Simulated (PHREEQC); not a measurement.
**Copper plating or etch bath: an equilibrium model**

Dissolve 4.7 mmol/kgw CuSO4, 52 mmol/kgw HCl and 7.6 mmol/kgw NaCl at 25 °C. Closed to the air; pH follows from the charge balance.

Computed with PHREEQC (ion-association model, wateq4f.dat).

Each row changes one thing in this solution. Precipitation was switched off in this run.

```json
[
 {"case": "as made", "pH": "1.39", "ionic strength (mol/kgw)": "0.0708", "HSO4- (mol/kgw)": "0.00301", "SO4-2 (mol/kgw)": "0.00145", "CuCl+ (mol/kgw)": "0.000292", "CuSO4 (mol/kgw)": "0.000222", "SI of Chalcanthite (CuSO4:5H2O)": "-3.32", "SI of Tenorite (CuO)": "-7.58"},
 {"case": "CuSO4 from 0.0047 to 0.00423 mol/kgw", "pH": "1.38", "ionic strength (mol/kgw)": "0.0697", "HSO4- (mol/kgw)": "0.00273", "SO4-2 (mol/kgw)": "0.00130", "CuCl+ (mol/kgw)": "(withheld)", "CuSO4 (mol/kgw)": "0.000182", "SI of Chalcanthite (CuSO4:5H2O)": "-3.41", "SI of Tenorite (CuO)": "-7.63"},
 {"case": "HCl from 0.052 to 0.104 mol/kgw", "pH": "1.09", "ionic strength (mol/kgw)": "0.122", "HSO4- (mol/kgw)": "(withheld)", "SO4-2 (mol/kgw)": "0.000986", "CuCl+ (mol/kgw)": "0.000463", "CuSO4 (mol/kgw)": "0.000106", "SI of Chalcanthite (CuSO4:5H2O)": "-3.64", "SI of Tenorite (CuO)": "-8.26"},
 {"case": "NaCl replaced by CdCl2 at the same molality", "pH": "1.39", "ionic strength (mol/kgw)": "(withheld)", "HSO4- (mol/kgw)": "(withheld)", "SO4-2 (mol/kgw)": "0.00142", "CuCl+ (mol/kgw)": "0.000296", "CuSO4 (mol/kgw)": "0.000213", "SI of Chalcanthite (CuSO4:5H2O)": "-3.34", "SI of Tenorite (CuO)": "-7.59"},
 {"case": "HCl replaced by CdCl2 at the same molality", "pH": "(withheld)", "ionic strength (mol/kgw)": "0.0940", "HSO4- (mol/kgw)": "1.17e-6", "SO4-2 (mol/kgw)": "0.00275", "CuCl+ (mol/kgw)": "0.000300", "CuSO4 (mol/kgw)": "0.000344", "SI of Chalcanthite (CuSO4:5H2O)": "-3.13", "SI of Tenorite (CuO)": "-0.31"}
]
```

### Question
Complete the blanks.

### Answer

- CuSO4 from 0.0047 to 0.00423 mol/kgw, CuCl+ (mol/kgw): 0.000265
- HCl from 0.052 to 0.104 mol/kgw, HSO4- (mol/kgw): 0.00360
- NaCl replaced by CdCl2 at the same molality, ionic strength (mol/kgw): 0.0741
- NaCl replaced by CdCl2 at the same molality, HSO4- (mol/kgw): 0.00293
- HCl replaced by CdCl2 at the same molality, pH: 5.05

Some of these states are supersaturated (in Atacamite, Brochantite, for instance).
